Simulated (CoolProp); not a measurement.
Vapour-liquid equilibrium of R114 (1) + n-pentane (2) at 0.118 MPa; x and y are mole fractions of (1).

Model: multi-fluid Helmholtz-energy mixture model, Platzer 1990 and Thol 2019; pair parameters Bell 2016, in CoolProp. This equation is an older, rougher fit; its heat capacities, sound speeds and derivatives of the liquid may be far off and weren't checked against measurements.

Give the bubble temperature and the first vapour's composition at x = 0.35, 0.65, 0.75. Is there an azeotrope?

x = 0.35: 292.3 K, y = 0.668; x = 0.65: 285.5 K, y = 0.833; x = 0.75: 284.0 K, y = 0.876. No azeotrope shows between x = 0.05 and 0.95.

The pair parameters rest on a limited set of measurements; away from them the model extrapolates.
